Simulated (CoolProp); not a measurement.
Hexamethyldisiloxane (MM) along the isobar 0.613 MPa: fugacity coefficient from the reference equation and from simpler models built on Tc = 518.7 K, pc = 1.931 MPa, ω = 0.418; each cubic takes its own stable root.

The numbers come from the reference Helmholtz-energy equation of state, Thol 2016 in CoolProp.

| T (K) | phase | reference |
|---|---|---|
| 351.2 | liquid | 0.08240 |
| 365.8 | liquid | 0.1294 |
| 380.4 | liquid | 0.1939 |
| 395.1 | liquid | 0.2792 |
| 409.7 | liquid | 0.3865 |
| 424.3 | liquid | 0.5178 |
| 438.9 | liquid | 0.6732 |
| 453.5 | gas | 0.8201 |
| 468.1 | gas | 0.8396 |
| 482.7 | gas | 0.8562 |
| 497.3 | gas | 0.8706 |
| 511.9 | gas | 0.8831 |
| 526.5 | gas | 0.8942 |
| 541.1 | gas | 0.9041 |
| 555.8 | gas | 0.9129 |

### Question
How far does each simpler model (van der Waals, Peng-Robinson) lie from the reference over these 15 states: mean and median of the absolute difference, and the worst?

### Answer
- van der Waals: mean 100.2 %, median 6.1 %, worst +486.7 % at 351.2 K and 0.613 MPa
- Peng-Robinson: mean 0.5 %, median 0.5 %, worst +0.6 % at 438.9 K and 0.613 MPa

At some of these states van der Waals gives the other phase, because its saturation line lies elsewhere.
